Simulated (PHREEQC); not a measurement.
**Silver or lead bath (model solution)**

Make-up at 25 °C: 0.078 mmol/kgw PbCl2, 55 mmol/kgw NaNO3 and 5.5 mmol/kgw NaCl. Closed to the air; pH follows from the charge balance.

Computed with PHREEQC (ion-association model, phreeqc.dat).

This is a speciation only: nothing precipitates in the calculation.

Question: What pH, specific conductance does the model give?

Answer: pH 6.16; specific conductance 6360 µS/cm.

Question: In which forms is Pb present?

Answer: Pb+2 69 %, PbNO3+ 24 %, PbCl+ 6.6 %, PbOH+ 1.0 % of the Pb.

Complexes and solids missing from the database can't appear.
